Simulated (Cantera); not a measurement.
A freely propagating, adiabatic, planar premixed flame of CH₄ : CO : O₂ : N₂ = 1 : 0.55 : 1.75 : 4.9 (molar parts), unburnt at 448 K and 100.0 Torr; mixture-averaged transport, grid criteria slope 0.08 and curve 0.16, no radiation.

Model: GRI-Mech 3.0 (53 species, 325 reactions), integrated in Cantera. Burning velocities carry a grid error of a few per cent, more on coarse grids.

### Question
What does this change do: 0.36 parts CO2 added?

### Answer
| quantity | before | after |
|---|---|---|
| laminar burning velocity | 156 cm/s | 129 cm/s |
| thermal thickness | 1.67 mm | 1.87 mm |
| peak x(HCO) | 0.000148 | 0.000118 |
| peak x(H₂O₂) | 4.95e-6 | 5.08e-6 |
| peak x(C₂H₂) | 0.000402 | 0.000326 |
